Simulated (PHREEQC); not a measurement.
A solution holds 0.0013 mol H3BO3, 0.0001 mol Na2HPO4 and 0.0003 mol NaCl per kg of water, at 20 °C. Closed to the air; pH follows from the charge balance.

Computed with PHREEQC (ion-association model, phreeqc.dat).

Precipitation was switched off in this run.

Q: Predict the pH, ionic strength.

A: pH 7.60; ionic strength 0.000572 mol/kgw.

Q: In which forms is B present?

A: H3BO3 98 %, H2BO3- 2.1 % of the B.
